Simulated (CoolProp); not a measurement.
Model: reference Helmholtz-energy equation of state, Gao 2022, in CoolProp.

Give the vapour pressure (MPa), vapour density (kg/m³), liquid cp (kJ/(kg K)) of saturated n-perfluorohexane at 331.8, 347.3 K.


| T (K) | p (MPa) | vapour density (kg/m³) | liquid cp (kJ/(kg K)) |
|---|---|---|---|
| 331.8 | 0.107 | 14.0 | 1.10 |
| 347.3 | 0.174 | 22.5 | 1.13 |
